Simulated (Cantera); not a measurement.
Input: 1 mol CH2F2, 2 mol HCl, 0.55 mol H2, at 1850 K and 13300 Pa.

These are equilibrium values from Cantera (NASA tables, ideal gas, pure condensed phases), not measurements of a reactor. Candidate condensed phases: C, C6H6, C7H8, C8H18; 118 gas species. Rates play no part.

Base state: HF 0.439, HCl 0.438, H2 0.121, Cl 0.00141, H 0.000514, C2H2 (acetylene) 3.17e-5 (mole fractions); condensed: C(graphite).

Problem. What changes in the equilibrium state with this change: H2 from 0.55 to 0.098 mol?

Solution. 
```csv
species,before,after
HF,0.439,0.487
HCl,0.438,0.484
H2,0.121,0.0255
C2H2 (acetylene),3.17e-5,6.66e-6
Cl,0.00141,0.00340
H,0.000514,0.000235
"C(graphite), mol",1.000,1.000
```
